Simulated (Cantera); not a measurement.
## Equilibrium for calcination and drying: Na2SO4 + H2 + CO2

Feed: 1 mol Na2SO4, 3.5 mol H2, a varied amount of CO2, equilibrated at 948.15 K and 510000 Pa.

These are equilibrium values from Cantera (NASA tables, ideal gas, pure condensed phases), not measurements of a reactor. Candidate condensed phases: C, C6H6, C7H8, C8H18, H2O, H2SO4, Na, NaOH, NaO2, Na2CO3, Na2O, Na2O2, Na2S, Na2SO4, S; 131 gas species. Gases not in the tables: S3 to S7. Rates play no part.

```tsv
n(CO2) (mol)	x H2O	x CO2	x H2S	x H2	x CO	x COS	x S2	n Na2CO3(s)	n Na2S(s)	n Na2SO4(s)
0.56	0.790	0.0128	0.144	0.0522	0.000470	4.12e-5	2.49e-5	0.513	0.316	0.172
1.1	0.674	0.0666	0.223	0.0343	0.00187	0.000387	0.000138	0.841	0	0.159
1.7	0.588	0.191	0.193	0.0229	0.00412	0.00110	0.000231	0.846	0	0.154
2.2	0.530	0.272	0.172	0.0189	0.00536	0.00155	0.000272	0.846	0	0.154
2.7	0.482	0.338	0.155	0.0162	0.00629	0.00191	0.000299	0.846	0	0.154
3.3	0.435	0.403	0.139	0.0140	0.00716	0.00226	0.000322	0.845	0	0.155
3.8	0.402	0.448	0.127	0.0126	0.00773	0.00249	0.000336	0.843	0	0.157
4.4	0.369	0.493	0.116	0.0112	0.00830	0.00272	0.000348	0.842	0	0.158
4.9	0.345	0.525	0.108	0.0103	0.00869	0.00287	0.000355	0.841	0	0.159
5.5	0.320	0.559	0.0990	0.00940	0.00908	0.00303	0.000361	0.839	0	0.161
```
x: gas mole fraction; n: condensed amount in mol.

At 0.56 mol CO2 the condensed part is Na2CO3(s) + Na2S(s) + Na2SO4(s). From 1.1 mol CO2 to 5.5 mol CO2 the condensed part is Na2CO3(s) + Na2SO4(s).
